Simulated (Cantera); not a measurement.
# Thermodynamics of aluminium and copper etching, feed Cu + F2 + N2

A closed system holds: 1 mol Cu, 2.4 mol F2, 47 mol N2, at 1023 K and 10.0 mbar.

Equilibrium computed with Cantera from the NASA thermochemical tables; the gas is ideal and each condensed phase is pure. Candidate condensed phases: Cu, CuF2; 11 gas species. Equilibrium is a limit: real reactors are often held back by kinetics, nucleation or transport.

```json
{
 "x(N2)": "0.943",
 "x(F)": "0.0525",
 "x(CuF2)": "0.00237",
 "x(F2)": "0.00183",
 "n(CuF2(s))": "0.882 mol",
 "gas_amount": "49.83 mol",
 "log10 activity of Cu(s) (absent)": "-14.95"
}
```
